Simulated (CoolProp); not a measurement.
Vapour-liquid equilibrium of benzene (1) + n-heptane (2) at 101.35 °C; x and y are mole fractions of (1).

The numbers come from the multi-fluid Helmholtz-energy mixture model, Thol 2012 and Span 2003; pair parameters Bell 2016 in CoolProp.

| x | bubble pressure, mixture model (MPa) | bubble pressure, Raoult's law (MPa) | y, mixture model | y, Raoult's law |
|---|---|---|---|---|
| 0.05 | 0.1167 | 0.1143 | 0.097 | 0.082 |
| 0.2 | 0.1346 | 0.1257 | 0.332 | 0.297 |
| 0.35 | 0.1502 | 0.1372 | 0.502 | 0.477 |
| 0.5 | 0.1631 | 0.1487 | 0.632 | 0.628 |
| 0.65 | 0.1732 | 0.1601 | 0.740 | 0.759 |
| 0.8 | 0.1809 | 0.1716 | 0.842 | 0.871 |
| 0.95 | 0.1859 | 0.1830 | 0.956 | 0.970 |

The largest gap from Raoult's law is +9.7 % in bubble pressure, at x = 0.5. No azeotrope shows between x = 0.05 and 0.95.

Pair parameters are fitted to limited data, so mixtures are less certain than the pure fluids.
